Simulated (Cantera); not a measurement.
# Diamond growth

A diamond (100) surface in a fixed gas of H2 with x(CH4) = 0.023, x(H) = 0.00096, at 1100 K, 0.0140 bar; coverages are run to steady state.

Detailed kinetics in Cantera: the Harris–Goodwin 1993 mechanism for the reconstructed diamond (100) surface.

| x(CH3) | growth (µm/h) | θ c6HH | θ c6H* | θ c6*H | θ c6** | θ c6HM |
|---|---|---|---|---|---|---|
| 1e-06 | 0.00165 | 0.523 | 0.0274 | 0.434 | 0.0156 | 4.53e-5 |
| 2.6e-06 | 0.00430 | 0.523 | 0.0274 | 0.434 | 0.0156 | 0.000118 |
| 6.6e-06 | 0.0109 | 0.522 | 0.0274 | 0.434 | 0.0156 | 0.000299 |
| 1.7e-05 | 0.0280 | 0.522 | 0.0274 | 0.434 | 0.0155 | 0.000768 |
| 4.4e-05 | 0.0721 | 0.521 | 0.0273 | 0.433 | 0.0154 | 0.00198 |
| 0.00011 | 0.178 | 0.519 | 0.0272 | 0.431 | 0.0151 | 0.00490 |
| 0.00029 | 0.455 | 0.513 | 0.0268 | 0.425 | 0.0144 | 0.0126 |
| 0.00075 | 1.09 | 0.498 | 0.0260 | 0.412 | 0.0127 | 0.0307 |
| 0.0019 | 2.38 | 0.469 | 0.0243 | 0.385 | 0.00977 | 0.0688 |
θ: site fractions in the mechanism's names (c6HH fully hydrogenated, c6H* and c6*H radical sites, c6** diradical, c6HM methylated).
